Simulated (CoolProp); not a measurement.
Vapour-liquid equilibrium of R1234yf (1) + R152A (2) at 0.00242 MPa; x and y are mole fractions of (1).

The numbers come from the multi-fluid Helmholtz-energy mixture model, Lemmon 2022 and Outcalt 1996; pair parameters Bell 2023 in CoolProp.

```
x     bubble temperature (K)  y at the bubble point  dew temperature at overall composition x (K)  liquid density (mol/L)
----  ----------------------  ---------------------  --------------------------------------------  ----------------------
0.05                   187.6                  0.109                                         188.0                   16.80
0.15                     [?]                  0.268                                         187.3                   16.20
0.25                   185.7                  0.384                                         186.6                   15.64
0.35                   185.1                  0.478                                         185.9                   15.12
0.45                   184.7                  0.560                                         185.3                   14.63
0.55                   184.3                  0.638                                         184.7                   14.18
0.65                   184.0                    [?]                                           [?]                   13.75
0.75                   183.7                  0.794                                           [?]                   13.35
0.85                   183.5                    [?]                                         183.5                   12.98
0.95                   183.3                    [?]                                         183.3                     [?]
```

Question: Fill in the missing entries.

Answer: 
- 0.15, bubble temperature (K): 186.5
- 0.65, y at the bubble point: 0.715
- 0.65, dew temperature at overall composition x (K): 184.2
- 0.75, dew temperature at overall composition x (K): 183.9
- 0.85, y at the bubble point: 0.875
- 0.95, y at the bubble point: 0.958
- 0.95, liquid density (mol/L): 12.63

No azeotrope shows between x = 0.05 and 0.95.

The pair parameters rest on a limited set of measurements; away from them the model extrapolates.
